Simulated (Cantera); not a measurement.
An isothermal, constant-pressure homogeneous reactor starts with N₂O : H₂ : N₂ = 1 : 0.0081 : 3.3 (molar parts), at 1450 K and 0.0133 bar.

Computed with Cantera and GRI-Mech 3.0 (53 species, 325 reactions). GRI-Mech 3.0 was tuned for natural gas; its chemistry of N2O as a main component is partial and can be far from experiment. Radical loss at walls, strong at low pressure, is not modelled. The temperature is held fixed by assumption; the heat of reaction is taken as removed at once.

Predict: x(N₂O) at 9.00 s; x(H₂) at 9.00 s; x(O₂) at 9.00 s; x(H) at 9.00 s; x(HO₂) at 9.00 s.


```
Property                                           Result
----------------  ---------------------------------------
x(N₂O) at 9.00 s  0.00533 (gas-phase equilibrium 5.46e-9)
x(H₂) at 9.00 s   3.09e-7 (gas-phase equilibrium 4.32e-8)
x(O₂) at 9.00 s      0.0806 (gas-phase equilibrium 0.103)
x(H) at 9.00 s    3.02e-7 (gas-phase equilibrium 1.71e-8)
x(HO₂) at 9.00 s  5.80e-9 (gas-phase equilibrium 3.46e-9)
```
